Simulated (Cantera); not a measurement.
A perfectly stirred reactor is fed with C2H6 : N2 = 1 : 2 (molar parts), at 40.5 Torr; it is held at 1425 K, and followed from long to short residence time.

Computed with Cantera and GRI-Mech 3.0 (53 species, 325 reactions). GRI-Mech 3.0 stops at C3 and has no aromatics, soot or wall deposition, so with more carbon than oxygen in the feed, carbon stays in small species such as C2H2 where larger ones or solid carbon would form.

**Question.** What does this change do: pressure from 40.5 Torr to 750 Torr?

**Answer.** 
```csv
quantity,before,after
x(C2H6) at τ = 4.70 s,0.000241,0.000238
x(CH2) at τ = 4.70 s,1.63e-8,5.33e-10
x(CH3) at τ = 4.70 s,0.000151,3.82e-5
x(C2H) at τ = 4.70 s,3.20e-8,3.21e-9
x(C2H4) at τ = 4.70 s,0.00424,0.0262
x(C2H6) at τ = 32.0 ms,0.0163,0.00472
x(CH2) at τ = 32.0 ms,3.33e-7,8.69e-9
x(CH3) at τ = 32.0 ms,0.00123,0.000138
x(C2H) at τ = 32.0 ms,6.14e-8,1.31e-8
x(C2H4) at τ = 32.0 ms,0.0676,0.0565
```
